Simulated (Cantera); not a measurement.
What does this Cantera script print?

```python
import numpy as np
import cantera as ct

gas = ct.Solution("h2o2.yaml")
gas.TPX = 1400, 1600, {'H2': 0.13, 'O2': 1, 'N2': 0.71}
reactor = ct.IdealGasConstPressureReactor(gas, energy="off", clone=False)
net = ct.ReactorNet([reactor])
net.rtol, net.atol = 1e-08, 1e-18
show = ['H2', 'O2', 'O', 'H2O', 'H2O2', 'HO2']
times = np.geomspace(1e-05, 1, 13)

steps = ct.SolutionArray(gas, extra=["t"])
rows = []
print(f"{'t/s':>10s}{'T/K':>9s}{'P/Pa':>11s}" + "".join(f"{s:>11s}" for s in show))
for t in times:
    while net.time < t:
        t_next = net.step()
        steps.append(gas.state, t=t_next)
    rows.append([np.interp(t, steps.t, y) for y in (steps.T, steps.P, *steps(*show).X.T)])
    print(f"{t:10.3e}{rows[-1][0]:9.1f}{rows[-1][1]:11.4g}" + "".join(f"{x:11.3e}" for x in rows[-1][2:]))
rate = np.gradient(steps.T, steps.t)
print("integrator steps:", len(steps.t))
if steps.T.max() > steps.T[0] + 200:
    print(f"time of steepest temperature rise: {steps.t[rate.argmax()]:.4e} s")
gas.TPX = 1400, 1600, {'H2': 0.13, 'O2': 1, 'N2': 0.71}
gas.equilibrate("TP")
print(f"equilibrium (TP): T = {gas.T:.1f} K  " + "  ".join(f"{s} {gas[s].X[0]:.3e}" for s in show))
```

It prints:

```
       t/s      T/K       P/Pa         H2         O2          O        H2O       H2O2        HO2
 1.000e-05   1400.0       1600  7.065e-02  5.435e-01  1.582e-09  1.850e-10  1.689e-12  1.077e-08
 2.610e-05   1400.0       1600  7.065e-02  5.435e-01  9.090e-09  2.745e-09  1.138e-11  2.812e-08
 6.813e-05   1400.0       1600  7.065e-02  5.435e-01  5.067e-08  3.744e-08  7.626e-11  7.336e-08
 1.778e-04   1400.0       1600  7.065e-02  5.435e-01  4.525e-07  6.520e-07  4.984e-10  1.915e-07
 4.642e-04   1400.0       1600  7.055e-02  5.434e-01  3.848e-05  6.966e-05  3.105e-09  5.407e-07
 1.212e-03   1400.0       1600  4.976e-03  4.947e-01  3.592e-02  5.297e-02  1.070e-07  2.313e-06
 3.162e-03   1400.0       1600  2.281e-03  4.918e-01  4.021e-02  5.791e-02  7.703e-08  2.203e-06
 8.254e-03   1400.0       1600  2.100e-03  4.952e-01  3.631e-02  5.944e-02  7.713e-08  2.184e-06
 2.154e-02   1400.0       1600  1.686e-03  5.021e-01  2.808e-02  6.262e-02  7.587e-08  2.111e-06
 5.623e-02   1400.0       1600  9.695e-04  5.130e-01  1.535e-02  6.731e-02  6.740e-08  1.831e-06
 1.468e-01   1400.0       1600  3.138e-04  5.220e-01  4.798e-03  7.099e-02  4.471e-08  1.145e-06
 3.831e-01   1400.0       1600  6.304e-05  5.256e-01  9.514e-04  7.247e-02  2.055e-08  4.241e-07
 1.000e+00   1400.0       1600  1.173e-05  5.264e-01  1.765e-04  7.294e-02  7.677e-09  1.196e-07
integrator steps: 1202
equilibrium (TP): T = 1400.0 K  H2 3.626e-07  O2 5.267e-01  O 5.465e-06  H2O 7.319e-02  H2O2 7.514e-10  HO2 5.481e-08
```

Computed with Cantera and the H2/O2 subset of GRI-Mech 3.0, which has no nitrogen chemistry. Radical loss at walls, strong at low pressure, is not modelled. The temperature is held fixed by assumption; the heat of reaction is taken as removed at once.
